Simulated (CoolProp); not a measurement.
A Linde-Hampson liquefier for ethane: isothermal reversible compression at 320 K from 1 atm to 20 MPa, throttling to 1 atm, return gas leaving the recuperator 0 K below the feed. Each further row changes one setting.

Computed with CoolProp (reference Helmholtz-energy equation of state, Bücker 2006).

| case | liquid yield per pass | compression work (kJ/kg of gas) |
|---|---|---|
| as stated | 0.465 | 366 |
| high pressure 40 MPa | 0.461 | ___ |
| warm-end temperature 350 K | ___ | ___ |
| warm-end gap 5 K | ___ | 366 |

Some entries are withheld; supply them.


- high pressure 40 MPa, compression work (kJ/kg of gas): 414
- warm-end temperature 350 K, liquid yield per pass: 0.381
- warm-end temperature 350 K, compression work (kJ/kg of gas): 429
- warm-end gap 5 K, liquid yield per pass: 0.458
